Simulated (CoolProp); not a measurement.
A single-stage vapour-compression cycle with R152A: evaporating at 216.15 K (dew point), condensing at 267.15 K (bubble point), superheat 8 K, subcooling 2 K, compressor efficiency 0.6, no pressure losses. Each further row changes one setting.

Values from CoolProp's reference Helmholtz-energy equation of state, Outcalt 1996. It is a modified Benedict-Webb-Rubin equation, recast in Helmholtz form.

| case | cooling COP | pressure ratio | discharge temperature (K) | refrigerating effect (kJ/kg) | volumetric capacity (kJ/m³) |
|---|---|---|---|---|---|
| as stated | 2.11 | 11.7 | 360.5 | 285 | 185 |
| evaporating temperature 221.15 K | 2.45 | 8.66 | 349.6 | ? | ? |
| condensing temperature 262.15 K | 2.39 | 9.64 | 349.7 | 294 | 191 |
| subcooling 7 K | ? | 11.7 | 360.5 | 294 | 191 |
| superheat 18 K | ? | 11.7 | ? | 294 | 182 |
| compressor efficiency 0.5 | 1.76 | 11.7 | ? | 285 | 185 |

Some entries are withheld; supply them.


- evaporating temperature 221.15 K, refrigerating effect (kJ/kg): 289
- evaporating temperature 221.15 K, volumetric capacity (kJ/m³): 249
- subcooling 7 K, cooling COP: 2.18
- superheat 18 K, cooling COP: 2.09
- superheat 18 K, discharge temperature (K): 372.5
- compressor efficiency 0.5, discharge temperature (K): 382.7
